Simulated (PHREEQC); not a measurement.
Synthetic water in mmol/kgw, 90 °C, pH 2.07, pe 10.9:

```tsv
constituent	mmol/kgw
Na	1.42
K	0.0139
Ca	0.901
Mg	3.15
Cl	2.87
S(6)	11.8
Cd	0.0187
```

Cl is adjusted to close the charge balance.
Valence states are taken as typed.

Equilibrium calculation in PHREEQC: ion-association model, phreeqc.dat.

**Question.** The ionic strength comes out as 0.0216 mol/kgw. What activity coefficients do Cl-, H+, K+, NaSO4-, SO4-2 get?

**Answer.** Cl- 0.85, H+ 0.87, K+ 0.85, NaSO4- 0.86, SO4-2 0.53.

This is a speciation only: nothing precipitates in the calculation. Species that the database lacks are ignored. Away from 25 °C the constants follow the database's enthalpies or fits; those with neither stay at their 25 °C values.
